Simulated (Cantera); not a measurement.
A Cantera script and what it prints.

```python
import numpy as np
import cantera as ct

gas_names = """
    CL CL2 N N2 Si SiCL SiCL2 SiCL3 SiCL4 SiN Si2 Si2N Si3
""".split()
cond_names = """
    Si(cr) Si(L) Si3N4(a)
""".split()


# ... load() reads the species with a 1 bar reference pressure and builds the phases ...
atoms = {
    'Si': {'Si': 1},
    'Cl2': {'CL': 2},
    'N2': {'N': 2},
}
top_T = {'Si3N4(a)': 2400}  # K; cautious upper limits of use, not melting points


# ... equilibrate(T, P, feed) seeds the gas with the atoms and calls Mixture.equilibrate('TP', solver="vcs", rtol=1e-11, max_steps=5000) ...
results = []
feed = {'Si': 1, 'Cl2': 7.3, 'N2': 2.3}  # mol
T = 1523.15  # K
P = 1000  # Pa
mix = equilibrate(T, P, feed)
results.append((T, P, feed, dict(zip(mix.species_names, mix.species_moles))))
x = sorted(zip(gas.X, gas.species_names), reverse=True)
print(f"T = {T:g} K  P = {P:g} Pa  gas = {mix.phase_moles(0):.4g} mol")
print("   x: " + "  ".join(f"{s} {v:.3e}" for v, s in x if v > 1e-05))
print("   condensed (mol): " + ("  ".join(f"{mix.phase(i).name} {mix.phase_moles(i):.4g}"
      for i in range(1, mix.n_phases) if mix.phase_moles(i) > 1e-12) or "none"))
```

Output:

```
T = 1523.15 K  P = 1000 Pa  gas = 10.61 mol
   x: CL 3.792e-01  CL2 3.099e-01  N2 2.167e-01  SiCL4 9.416e-02  SiCL3 7.184e-05
   condensed (mol): none
```

These are equilibrium values from Cantera (NASA tables, ideal gas, pure condensed phases), not measurements of a reactor. The tables' values for SiCl3 are old estimates; treat these amounts as uncertain.
